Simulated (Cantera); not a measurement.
What does this Cantera script print?

```python
import numpy as np
import cantera as ct

gas_names = """
    B BCL BCL2 BCL3 BH BH2 BH3 B2 CL CL2 H HCL H2
""".split()
cond_names = """
    B(b) B(L)
""".split()


# ... load() reads the species with a 1 bar reference pressure and builds the phases ...
atoms = {
    'BCl3': {'B': 1, 'CL': 3},
    'H2': {'H': 2},
}
top_T = {}  # K; cautious upper limits of use, not melting points


# ... equilibrate(T, P, feed) seeds the gas with the atoms and calls Mixture.equilibrate('TP', solver="vcs", rtol=1e-11, max_steps=5000) ...
results = []
feed = {'BCl3': 1, 'H2': 51}  # mol
T = 1300  # K
P = 990  # Pa
mix = equilibrate(T, P, feed)
results.append((T, P, feed, dict(zip(mix.species_names, mix.species_moles))))
print(gas.report(threshold=0.0001))
for i in range(1, mix.n_phases):
    print(f"{mix.phase(i).name:16s} {mix.phase_moles(i):12.5e} mol")
```

Output:

```
       temperature   1300 K
          pressure   990 Pa
           density   0.00036526 kg/m^3
  mean mol. weight   3.9879 kg/kmol
   phase of matter   gas

                          1 kg             1 kmol
                     ---------------   ---------------
          enthalpy         6.193e+06        2.4697e+07  J
   internal energy        3.4826e+06        1.3888e+07  J
           entropy             54615         2.178e+05  J/K
    Gibbs function       -6.4806e+07       -2.5844e+08  J
 heat capacity c_p            7932.8             31635  J/K
 heat capacity c_v            5847.9             23321  J/K

                      mass frac. Y      mole frac. X     chem. pot. / RT
                     ---------------   ---------------   ---------------
              BCL3         0.0085366        0.00029057           -91.003
               HCL           0.51434          0.056261           -41.017
                H2           0.47692           0.94342           -22.869
     [  +10 minor]        0.00020406        2.5207e-05

B(b)              9.84019e-01 mol
```

Cantera equilibrium calculation (NASA polynomials, part measured and part estimated; ideal gas, pure solids and liquids). Gases not in the tables: BHCl2.
